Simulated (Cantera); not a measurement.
Feed: 1 mol SiH₄, 4.6 mol NH₃, 0.75 mol N₂, at 12000 Pa.

These are equilibrium values from Cantera (NASA tables, ideal gas, pure condensed phases), not measurements of a reactor. Candidate condensed phases: Si, Si₃N₄; 18 gas species. Mutual solubility and eutectic melting of coexisting phases are not modelled. The tables' values for SiN are old estimates; treat these amounts as uncertain. Gases not in the tables: Si₂H₆ and higher silanes. Rates play no part.

x: gas mole fraction; n: condensed amount in mol.

```tsv
T (K)	x H₂	x N₂	x H	x Si	x SiH	x SiH₂	n Si₃N₄(s)	n Si(l)
1473	0.789	0.211	3.24e-5	4.83e-10	5.34e-10	8.77e-9	0.333	0
1573	0.789	0.211	0.000104	1.73e-8	1.28e-8	1.09e-7	0.333	0
1673	0.789	0.211	[?]	[?]	[?]	[?]	0.333	0
1773	0.788	0.211	0.000729	6.51e-6	2.47e-6	7.13e-6	0.333	0
1873	0.768	0.230	0.00163	7.35e-5	2.08e-5	3.77e-5	0.193	0.420
1973	0.742	0.255	[?]	[?]	[?]	[?]	0	0.995
2073	0.738	0.254	0.00652	0.000831	0.000142	0.000117	0	0.985
```

Problem. What belongs in the gaps?

Solution. 
- 1973, x H: 0.00335
- 1973, x Si: 0.000263
- 1973, x SiH: 5.67e-5
- 1973, x SiH₂: 6.74e-5
- 1673, x H: 0.000292
- 1673, x Si: 4.02e-7
- 1673, x SiH: 2.09e-7
- 1673, x SiH₂: 1.00e-6
